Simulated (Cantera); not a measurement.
Charge: 1 mol Si, 2.3 mol HCl, 6.1 mol H2, 0.002 mol HF, equilibrated at 113 Torr.

These are equilibrium values from Cantera (NASA tables, ideal gas, pure condensed phases), not measurements of a reactor. Candidate condensed phases: Si; 37 gas species. Equilibrium is a limit: real reactors are often held back by kinetics, nucleation or transport.

Question: What share of the Si ends up in condensed phases as a function of T (°C), at 302, 402, 502, 602, 702, 802, 902, 1002, 1102, 1202, 1302?

Answer: 
```
T (°C)  Si condensed (%)     as
------  ----------------  -----
302                 37.1  Si(s)
402                 37.3  Si(s)
502                 37.7  Si(s)
602                 38.5  Si(s)
702                 40.1  Si(s)
802                 42.6  Si(s)
902                 45.3  Si(s)
1002                46.4  Si(s)
1102                44.7  Si(s)
1202                42.1  Si(s)
1302                40.1  Si(s)
```
